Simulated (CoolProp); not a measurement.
Ethylbenzene at several states: density (kg/m³) from the reference equation and from simpler models built on Tc = 617.1 K, pc = 3.622 MPa, ω = 0.304; each cubic takes its own stable root.

Values from CoolProp's reference Helmholtz-energy equation of state, Zhou 2012.

| T (K) | p (MPa) | phase | reference |
|---|---|---|---|
| 201.3 | 4.51 | liquid | 949.3 |
| 503.5 | 9.62 | liquid | 684.0 |
| 216.7 | 0.479 | liquid | 933.8 |
| 245.6 | 0.0202 | liquid | 908.2 |
| 330.1 | 6.08 | liquid | 839.7 |
| 451.8 | 3.81 | liquid | 724.0 |

Question: How far does each simpler model (van der Waals, Redlich-Kwong, Soave-Redlich-Kwong, Peng-Robinson) lie from the reference over these 6 states: mean and median of the absolute difference, and the worst?

Answer: 
- van der Waals: mean 41.4 %, median 42.1 %, worst -43.3 % at 216.7 K and 0.479 MPa
- Redlich-Kwong: mean 14.9 %, median 15.1 %, worst -15.8 % at 201.3 K and 4.51 MPa
- Soave-Redlich-Kwong: mean 12.9 %, median 12.7 %, worst -15.1 % at 201.3 K and 4.51 MPa
- Peng-Robinson: mean 2.3 %, median 1.9 %, worst -5.0 % at 201.3 K and 4.51 MPa
